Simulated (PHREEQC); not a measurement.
Make-up at 25 °C: 17 mmol/kgw Fe(NO3)3. Closed to the air; pH follows from the charge balance.

Equilibrium calculation in PHREEQC: ion-association model, phreeqc.dat.

No solid was allowed to form.

What pH, ionic strength does the model give?

pH 2.13; ionic strength 0.0952 mol/kgw.

In which forms is Fe present?

Fe+3 49 %, Fe2(OH)2+4 26 %, FeOH+2 20 %, Fe3(OH)4+5 4.3 % of the Fe.

The solution is supersaturated, for example in Hematite (slow to form), Goethite (slow to form), so a real one may precipitate; this is no full list. Complexes and solids missing from the database can't appear.
